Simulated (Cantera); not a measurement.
A perfectly stirred reactor is fed with CH₄ : C₂H₆ : C₃H₈ : O₂ : N₂ : H₂O = 1 : 0.14 : 0.14 : 3.84 : 42.3 : 14 (molar parts), equivalence ratio 0.83, at 430000 Pa; it is adiabatic with a 723 K inlet, and is followed from long to short residence time, starting on the burning branch (τ in s: 0.35, 0.16, 0.071, 0.032, 0.014, 0.0065, 0.0029, 0.0013, 0.00059, 0.00026, 0.00012, 5.3e-05).

Model: GRI-Mech 3.0 (53 species, 325 reactions), integrated in Cantera.

### Question
What does this change do: pressure from 430000 Pa to 340000 Pa?

### Answer
```csv
quantity,before,after
"blow-out, bracketed by the residence times tried","burning at 71.0 ms, out at 32.0 ms","burning at 71.0 ms, out at 32.0 ms"
x(CH₄) at τ = 0.350 s,0.000107,9.52e-5
x(C₂H₆) at τ = 0.350 s,2.45e-6,2.27e-6
x(C₃H₈) at τ = 0.350 s,2.00e-6,1.85e-6
x(OH) at τ = 0.350 s,8.35e-6,1.14e-5
x(CO₂) at τ = 0.350 s,0.0266,0.0267
x(CH₄) at τ = 2.90 ms,0.0163,0.0163
x(C₂H₆) at τ = 2.90 ms,0.00228,0.00228
x(C₃H₈) at τ = 2.90 ms,0.00228,0.00228
x(OH) at τ = 2.90 ms,<1e-12,<1e-12
x(CO₂) at τ = 2.90 ms,<1e-12,<1e-12
```

### Question
What does this change do: pressure from 430000 Pa to 55000 Pa?

### Answer
```tsv
quantity	before	after
blow-out, bracketed by the residence times tried	burning at 71.0 ms, out at 32.0 ms	burning at 32.0 ms, out at 14.0 ms
x(CH₄) at τ = 0.350 s	0.000107	1.92e-5
x(C₂H₆) at τ = 0.350 s	2.45e-6	6.19e-7
x(C₃H₈) at τ = 0.350 s	2.00e-6	6.53e-7
x(OH) at τ = 0.350 s	8.35e-6	0.000193
x(CO₂) at τ = 0.350 s	0.0266	0.0272
x(CH₄) at τ = 2.90 ms	0.0163	0.0163
x(C₂H₆) at τ = 2.90 ms	0.00228	0.00228
x(C₃H₈) at τ = 2.90 ms	0.00228	0.00228
x(OH) at τ = 2.90 ms	<1e-12	<1e-12
x(CO₂) at τ = 2.90 ms	<1e-12	<1e-12
```
